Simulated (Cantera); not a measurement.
## Sublimation and decomposition of ceramics: Al2O3 + H2

A closed system holds: 1 mol Al2O3, a varied amount of H2, at 2600 K and 14.0 Pa.

Method: chemical equilibrium by Gibbs-energy minimisation in Cantera with the NASA 1993 tables (ideal gas, pure condensed phases). Candidate condensed phases: Al, Al2O3, H2O; 19 gas species. The tables' values for AlOH are old estimates; treat these amounts as uncertain. Kinetics and transport are ignored.

```
n(H2) (mol)    x H    x O   x Al   x AlO  x Al2O    x H2    x OH    x O2  n Al2O3(l)
-----------  -----  -----  -----  ------  ------  ------  ------  ------  ----------
0.064        0.471  0.236  0.134  0.0798  0.0214  0.0211  0.0163  0.0144       0.969
0.11         0.471  0.236  0.134  0.0798  0.0214  0.0211  0.0163  0.0144       0.947
0.2          0.471  0.236  0.134  0.0798  0.0214  0.0211  0.0163  0.0144       0.904
0.37         0.471  0.236  0.134  0.0798  0.0214  0.0211  0.0163  0.0144       0.822
0.65         0.471  0.236  0.134  0.0798  0.0214  0.0211  0.0163  0.0144       0.686
1.2          0.471  0.236  0.134  0.0798  0.0214  0.0211  0.0163  0.0144       0.421
2.1          0.474  0.235  0.133  0.0791  0.0212  0.0214  0.0163  0.0142           0
```
x: gas mole fraction; n: condensed amount in mol.

From 0.064 mol H2 to 1.2 mol H2 the condensed part is Al2O3(l). At 2.1 mol H2 nothing is condensed. The main Al-bearing gas is Al throughout. The share of Al in condensed phases is highest at 0.064 mol H2 (96.9 %) and lowest at 2.1 mol H2 (0.0 %).
